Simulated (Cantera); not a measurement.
What does this Cantera script print?

```python
import numpy as np
import cantera as ct

gas = ct.Solution("gri30.yaml")
gas.TPX = 1425, 1000, {'H2': 0.048, 'O2': 1}
reactor = ct.IdealGasConstPressureReactor(gas, energy="off", clone=False)
net = ct.ReactorNet([reactor])
net.rtol, net.atol = 1e-08, 1e-18
show = ['H2', 'O2', 'O', 'H', 'HO2']
times = np.geomspace(0.0002, 100, 14)

steps = ct.SolutionArray(gas, extra=["t"])
rows = []
print(f"{'t/s':>10s}{'T/K':>9s}{'P/Pa':>11s}" + "".join(f"{s:>11s}" for s in show))
for t in times:
    while net.time < t:
        t_next = net.step()
        steps.append(gas.state, t=t_next)
    rows.append([np.interp(t, steps.t, y) for y in (steps.T, steps.P, *steps(*show).X.T)])
    print(f"{t:10.3e}{rows[-1][0]:9.1f}{rows[-1][1]:11.4g}" + "".join(f"{x:11.3e}" for x in rows[-1][2:]))
rate = np.gradient(steps.T, steps.t)
print("integrator steps:", len(steps.t))
if steps.T.max() > steps.T[0] + 200:
    print(f"time of steepest temperature rise: {steps.t[rate.argmax()]:.4e} s")
gas.TPX = 1425, 1000, {'H2': 0.048, 'O2': 1}
gas.equilibrate("TP")
print(f"equilibrium (TP): T = {gas.T:.1f} K  " + "  ".join(f"{s} {gas[s].X[0]:.3e}" for s in show))
```

Output:

```
       t/s      T/K       P/Pa         H2         O2          O          H        HO2
 2.000e-04   1425.0       1000  4.580e-02  9.542e-01  3.848e-07  1.603e-07  2.150e-07
 5.488e-04   1425.0       1000  4.578e-02  9.542e-01  1.082e-05  3.904e-06  5.909e-07
 1.506e-03   1425.0       1000  1.678e-02  9.304e-01  1.675e-02  5.147e-03  1.350e-06
 4.132e-03   1425.0       1000  7.138e-04  9.146e-01  3.433e-02  4.704e-03  1.215e-06
 1.134e-02   1425.0       1000  6.872e-04  9.162e-01  3.292e-02  4.422e-03  1.200e-06
 3.111e-02   1425.0       1000  6.212e-04  9.200e-01  2.941e-02  3.749e-03  1.159e-06
 8.537e-02   1425.0       1000  4.765e-04  9.282e-01  2.203e-02  2.449e-03  1.049e-06
 2.343e-01   1425.0       1000  2.541e-04  9.399e-01  1.138e-02  9.173e-04  7.940e-07
 6.428e-01   1425.0       1000  7.859e-05  9.488e-01  3.432e-03  1.532e-04  4.143e-07
 1.764e+00   1425.0       1000  1.604e-05  9.520e-01  6.920e-04  1.394e-05  1.439e-07
 4.840e+00   1425.0       1000  3.032e-06  9.528e-01  1.302e-04  1.140e-06  5.726e-08
 1.328e+01   1425.0       1000  7.061e-07  9.530e-01  3.028e-05  1.281e-07  5.701e-08
 3.644e+01   1425.0       1000  3.356e-07  9.530e-01  1.440e-05  4.201e-08  7.279e-08
 1.000e+02   1425.0       1000  3.178e-07  9.531e-01  1.363e-05  3.872e-08  7.433e-08
integrator steps: 1483
equilibrium (TP): T = 1425.0 K  H2 3.178e-07  O2 9.531e-01  O 1.363e-05  H 3.872e-08  HO2 7.433e-08
```

Model: GRI-Mech 3.0 (53 species, 325 reactions), integrated in Cantera. Radical loss at walls, strong at low pressure, is not modelled. The temperature is held fixed by assumption; the heat of reaction is taken as removed at once.
